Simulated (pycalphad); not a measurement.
An equivalent pycalphad script:

```python
from pycalphad import Database, equilibrium, calculate, variables as v
import numpy as np
db = Database('COST507.tdb')
comps = ['AL', 'MG', 'SI', 'VA']
phases = ['ALMG_BETA', 'ALMG_EPS', 'ALMG_GAMMA', 'DIAMOND_A4', 'FCC_A1', 'HCP_A3', 'LIQUID', 'MG2SI']
eq = equilibrium(db, comps, phases, {v.X('MG'): 0.0796, v.X('SI'): 0.0267, v.T: np.arange(1650, 349, -25), v.P: 101325, v.N: 1}, output=['HM', 'SM'])
```

CALPHAD calculation (pycalphad, COST 507 light-alloy database (1999)), 1 atm. No gas phase is included, though pure Mg would boil below 1377 °C. These are 1990s assessments: newer ones move some temperatures and phases. Phase fractions are per mole of atoms. Kinetics are ignored, which matters at the lower temperatures.

Results at three of the temperatures:

```
T = 1150.00 K, P = 101325 Pa, N = 1 mol of atoms
G = -57941 J/mol, H = 35410 J/mol, S = 81.17 J/(mol K)  (SER reference)
chemical potentials (J/mol): Al -55054, Mg -85978, Si -71000
phase             fraction      x(Al)      x(Mg)      x(Si)
LIQUID              1.0000     0.8937     0.0796     0.0267
```

```
T = 650.00 K, P = 101325 Pa, N = 1 mol of atoms
G = -24478 J/mol, H = 7785 J/mol, S = 49.64 J/(mol K)  (SER reference)
chemical potentials (J/mol): Al -22523, Mg -38261, Si -48801
phase             fraction      x(Al)      x(Mg)      x(Si)
FCC_A1              0.9199     0.9715     0.0285   4.28e-06
MG2SI               0.0801       none     0.6667     0.3333
```

```
T = 600.00 K, P = 101325 Pa, N = 1 mol of atoms
G = -22052 J/mol, H = 6378 J/mol, S = 47.38 J/(mol K)  (SER reference)
chemical potentials (J/mol): Al -20126, Mg -33975, Si -50974
phase             fraction      x(Al)      x(Mg)      x(Si)
FCC_A1              0.9199     0.9715     0.0285   5.59e-07
MG2SI               0.0801       none     0.6667     0.3333
```

Changes of the phase set, refined by bisection:

```json
[
 {"T (°C)": "611.3", "phases above": "LIQUID", "phases below": "FCC_A1 + LIQUID"},
 {"T (°C)": "594.1", "phases above": "FCC_A1 + LIQUID", "phases below": "FCC_A1 + LIQUID + MG2SI"},
 {"T (°C)": "592.4", "phases above": "FCC_A1 + LIQUID + MG2SI", "phases below": "FCC_A1 + MG2SI"},
 {"T (°C)": "166.4", "phases above": "FCC_A1 + MG2SI", "phases below": "ALMG_BETA + FCC_A1 + MG2SI"}
]
```

Database names, with the compositions (at.%) that they take in these runs: MG2SI: Mg 67 Si 33; ALMG_BETA: Al 61 Mg 39. FCC_A1 is fcc. An entry "none" or "no" means that the model of the phase leaves that element out.
